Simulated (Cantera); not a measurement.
A Cantera script and its output.

```python
import numpy as np
import cantera as ct

gas = ct.Solution("gri30.yaml", transport_model="mixture-averaged")
show = ['CH3', 'N2', 'CH4']

rows = []
print(f"{'T/K':>7s}{'rho':>11s}{'cp':>10s}{'mu':>11s}{'lambda':>11s}{'Pr':>7s}" + "".join(f"{'D_' + s:>11s}" for s in show))
for T in [400, 500, 600, 700, 800, 900]:
    gas.TPX = T, 500000, {'CO2': 0.65, 'O2': 0.23}
    Pr = gas.cp_mass * gas.viscosity / gas.thermal_conductivity
    D = [gas.mix_diff_coeffs_mole[gas.species_index(s)] for s in show]
    rows.append([gas.density, gas.cp_mass, gas.viscosity, gas.thermal_conductivity, Pr, *D])
    print(f"{T:7g}{gas.density:11.4e}{gas.cp_mass:10.1f}{gas.viscosity:11.4e}"
          f"{gas.thermal_conductivity:11.4e}{Pr:7.3f}" + "".join(f"{d:11.4e}" for d in D))
print("SI units: kg/m3, J/kg/K, Pa s, W/m/K, m2/s")
```

Result:

```
    T/K        rho        cp         mu     lambda     Pr      D_CH3       D_N2      D_CH4
    400 6.1444e+00     938.6 2.0947e-05 2.7334e-02  0.719 6.3503e-06 5.7421e-06 6.3111e-06
    500 4.9155e+00    1005.2 2.5249e-05 3.5172e-02  0.722 9.4764e-06 8.5083e-06 9.4146e-06
    600 4.0963e+00    1061.0 2.9179e-05 4.2791e-02  0.723 1.3063e-05 1.1673e-05 1.2975e-05
    700 3.5111e+00    1107.2 3.2819e-05 5.0117e-02  0.725 1.7077e-05 1.5207e-05 1.6958e-05
    800 3.0722e+00    1145.3 3.6227e-05 5.7138e-02  0.726 2.1490e-05 1.9090e-05 2.1339e-05
    900 2.7308e+00    1177.1 3.9445e-05 6.3866e-02  0.727 2.6283e-05 2.3304e-05 2.6095e-05
SI units: kg/m3, J/kg/K, Pa s, W/m/K, m2/s
```

Computed with Cantera and GRI-Mech 3.0 (53 species, 325 reactions).
